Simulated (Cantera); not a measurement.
Input: 1 mol C, 0.32 mol H₂O, 51 mol H₂, held at 3073 K and 0.00590 bar.

Equilibrium computed with Cantera from the NASA thermochemical tables; the gas is ideal and each condensed phase is pure. Candidate condensed phases: C, C₆H₆, C₇H₈, C₈H₁₈, H₂O; 110 gas species. The numbers say what is thermodynamically allowed, not how fast it happens.

Base state: H 0.875, H₂ 0.117, CO 0.00346, C 0.00307, C₃ 0.000678, C₂H 0.000421, C₂ 0.000384, C₂H₂ (acetylene) 0.000295 (mole fractions); condensed: gas only.

### Question
What changes in the equilibrium state with this change: C replaced by n-butane?

### Answer
| species | before | after |
|---|---|---|
| H | 0.875 | 0.865 |
| H₂ | 0.117 | 0.114 |
| C | 0.00307 | 0.00651 |
| C₃ | 0.000678 | 0.00644 |
| C₅ | 5.08e-7 | 2.17e-5 |
| C₄ | 5.10e-7 | 1.03e-5 |
| C₂ | 0.000384 | 0.00172 |
| C₂H | 0.000421 | 0.00187 |
| C₂H₂ (acetylene) | 0.000295 | 0.00129 |

### Question
What changes in the equilibrium state with this change: pressure from 0.00590 bar to 1.40 bar?

### Answer
| species | before | after |
|---|---|---|
| H₂ | 0.117 | 0.836 |
| H | 0.875 | 0.152 |
| C₂H₂ (acetylene) | 0.000295 | 0.00573 |
| CH₄ | 1.06e-9 | 2.12e-5 |
| CH₃ | 1.23e-7 | 5.99e-5 |
| C | 0.00307 | 2.14e-5 |
| C₂ | 0.000384 | 4.40e-6 |
